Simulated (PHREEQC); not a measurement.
Solution (25 °C and 50 atm): 1.8 mmol/kgw MgCl2, 0.031 mmol/kgw NaF and 180 mmol/kgw NaCl. Closed to the air; pH follows from the charge balance.

All values are PHREEQC results (ion-association model, phreeqc.dat), not measurements.

Each row changes one thing in this solution. No solid was allowed to form.

| case | pH | F- (mol/kgw) | NaF (mol/kgw) | HF (mol/kgw) | SI of Halite (NaCl) |
|---|---|---|---|---|---|
| as made | 6.93 | 2.84e-5 | 1.48e-6 | 3.33e-9 | -3.32 |
| MgCl2 replaced by (CH3)4NCl at the same molality | 6.97 | 2.95e-5 | 1.55e-6 | 3.16e-9 | -3.33 |
| temperature from 25 to 90 °C | 6.09 | 2.72e-5 | 1.31e-6 | 7.77e-8 | -3.40 |
| MgCl2 from 0.0018 to 0.00198 mol/kgw | 6.93 | 2.83e-5 | 1.48e-6 | 3.35e-9 | -3.32 |
| diluted 10-fold with water | 6.98 | 3.05e-6 | 2.36e-8 | ___ | ___ |
| 0.0063 mol/kgw ZnCl2 added | 5.57 | 2.78e-5 | 1.43e-6 | 7.46e-8 | -3.30 |
| diluted 2-fold with water | 6.95 | 1.47e-5 | 4.44e-7 | 1.81e-9 | ___ |

Task: What belongs in the gaps?

Result: 
- diluted 10-fold with water, HF (mol/kgw): 4.09e-10
- diluted 10-fold with water, SI of Halite (NaCl): -5.18
- diluted 2-fold with water, SI of Halite (NaCl): -3.88

Under pressure, the constants of complexes without a molar volume in the database are unreliable. Constants without temperature data keep their 25 °C values here.
